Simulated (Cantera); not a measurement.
A closed system holds: 1 mol MgCO3, 2 mol SO2, 0.87 mol O2, at 0.133 bar.

Equilibrium computed with Cantera from the NASA thermochemical tables; the gas is ideal and each condensed phase is pure. Candidate condensed phases: C, Mg, MgCO3, MgO, MgS, MgSO4, S; 26 gas species. Equilibrium is a limit: real reactors are often held back by kinetics, nucleation or transport. All values below are at 502 °C.

Base state: CO2 0.494, SO3 0.341, SO2 0.153, O2 0.0121 (mole fractions); condensed: MgSO4(s).

### Question
What changes in the equilibrium state with this change: O2 from 0.87 to 0.14 mol?

### Answer
```
species        before    after
-------------  ------  -------
SO2             0.153    0.580
CO2             0.494    0.401
S2              <1e-9   0.0170
SO3             0.341  2.15e-9
O2             0.0121    <1e-9
S2O             <1e-9  0.00145
COS             <1e-9  9.10e-5
CO              <1e-9  1.87e-5
MgSO4(s), mol    1.00    0.461
MgO(s), mol         0    0.539
```
Gases not in the tables: S3 to S7.

### Question
What changes in the equilibrium state with this change: 0.14 mol H2 added?

### Answer
```tsv
species	before	after
CO2	0.494	0.465
SO3	0.341	0.270
SO2	0.153	0.195
H2O	0	0.0649
O2	0.0121	0.00463
H2SO4	0	0.000244
MgSO4(s), mol	1.00	1.00
```
Further candidate phases: C6H6, C7H8, C8H18, H2O, H2SO4, Mg(OH)2.
